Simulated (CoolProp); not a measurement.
Vapour-liquid equilibrium of ethane (1) + n-butane (2) at 214.7 K; x and y are mole fractions of (1).

Values from CoolProp's multi-fluid Helmholtz-energy mixture model, Bücker 2006 and Bücker 2006; pair parameters Kunz 2012.

```tsv
x	bubble pressure (bar)	y at the bubble point	dew pressure at overall composition x (bar)	liquid density (mol/L)
0.05	0.2405	0.778	0.05846	11.57
0.15	0.6253	0.922	0.06525	12.01
0.25	1.023	0.957	0.07382	12.47
0.35	1.426	0.972	0.08499	12.96
0.45	1.829	0.981	0.1001	13.48
0.55	2.227	0.987	0.1218	14.02
0.65	2.619	0.991	0.1555	14.59
0.75	3.009	0.994	0.2149	15.18
0.85	3.402	0.997	0.3478	15.80
0.95	3.810	0.999	0.9102	16.44
```

No azeotrope shows between x = 0.05 and 0.95.

The pair parameters rest on a limited set of measurements; away from them the model extrapolates.
